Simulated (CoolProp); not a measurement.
Properties of toluene along the isotherm 481.2 K.

Model: reference Helmholtz-energy equation of state, Lemmon 2006, in CoolProp. It is a short technical equation, of lower accuracy than the large ones.

```tsv
p (MPa)	phase	Joule-Thomson coefficient (K/MPa)	viscosity (µPa s)
0.0326	gas	[?]	11.1
0.067	gas	14.56	11.1
0.138	gas	14.85	11.0
0.282	gas	[?]	11.0
0.58	gas	17.30	11.0
1.19	liquid	0.01488	[?]
2.45	liquid	-0.01682	135
5.02	liquid	-0.06858	140
10.3	liquid	-0.1417	[?]
```

Task: Some entries are withheld; supply them.

Result: 
- 0.0326, Joule-Thomson coefficient (K/MPa): 14.42
- 0.282, Joule-Thomson coefficient (K/MPa): 15.51
- 1.19, viscosity (µPa s): 132
- 10.3, viscosity (µPa s): 150

Viscosity comes from a separate model (Avgeri 2015).
